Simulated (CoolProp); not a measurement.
The fluid at 214.05 K and 0.324 MPa is throttled through a valve to 0.0444 MPa with no heat exchange. The same conditions are run with several fluids, on thermodynamics alone (safety and materials aside).

Values from CoolProp's reference Helmholtz-energy equation of state of each fluid (ethanol: Schroeder 2014; decamethyltetrasiloxane (MD2M): Thol 2017; hexamethyldisiloxane (MM): Thol 2016; dimethyl ether: Wu 2011; ethylbenzene: Zhou 2012).

```json
[
 {"fluid": "ethanol", "temperature change (K)": "+0.1", "final density (kg/m³)": "857"},
 {"fluid": "decamethyltetrasiloxane (MD2M)", "temperature change (K)": "+0.1", "final density (kg/m³)": "934"},
 {"fluid": "hexamethyldisiloxane (MM)", "temperature change (K)": "+0.1", "final density (kg/m³)": "846"},
 {"fluid": "dimethyl ether", "temperature change (K)": "+0.1", "final density (kg/m³)": "781"},
 {"fluid": "ethylbenzene", "temperature change (K)": "+0.2", "final density (kg/m³)": "936"}
]
```
